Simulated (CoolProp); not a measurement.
n-butane at 427.02 K and 9.81 MPa flows at 4.6 m/s in a round tube of 2 mm bore and 15 µm roughness, fully developed (64/Re and Nu = 3.66 if laminar; Colebrook and Gnielinski if turbulent). Each further row changes one setting.

The numbers come from the reference Helmholtz-energy equation of state, Bücker 2006 in CoolProp.

| case | Reynolds number | Darcy friction factor | pressure drop (Pa/m) | heat-transfer coefficient (W/(m² K)) | mass flow (kg/h) |
|---|---|---|---|---|---|
| as stated | 64300 | ___ | 79600 | 15700 | 22.0 |
| velocity 9.2 m/s | 129000 | 0.0350 | ___ | ___ | 44.0 |
| diameter 4 mm | 129000 | ___ | 32200 | 13400 | 88.0 |

What belongs in the gaps?


- as stated, Darcy friction factor: 0.0356
- velocity 9.2 m/s, pressure drop (Pa/m): 314000
- velocity 9.2 m/s, heat-transfer coefficient (W/(m² K)): 31300
- diameter 4 mm, Darcy friction factor: 0.0288

Viscosity comes from a separate model (Vogel 1999). Thermal conductivity comes from a separate model (Perkins 2002).
